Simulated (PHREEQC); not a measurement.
Dissolve 180 mmol/kgw NaH2PO4 and 0.038 mmol/kgw HNO3 at 25 °C. Closed to the air; pH follows from the charge balance.

All values are PHREEQC results (ion-association model, phreeqc.dat), not measurements.

```tsv
quantity	before	after
pH	4.40	1.89
ionic strength (mol/kgw)	0.181	0.196
```

**Question.** What was changed between the two runs?
A. HNO3 from 3.8e-05 to 1.9e-05 mol/kgw
B. 0.28 mol/kgw H3PO4 added
C. NaH2PO4 replaced by NaAlO2 at the same molality
D. NaH2PO4 left out
E. diluted 10-fold with water

**Answer.** B, 0.28 mol/kgw H3PO4 added

This is a speciation only: nothing precipitates in the calculation.
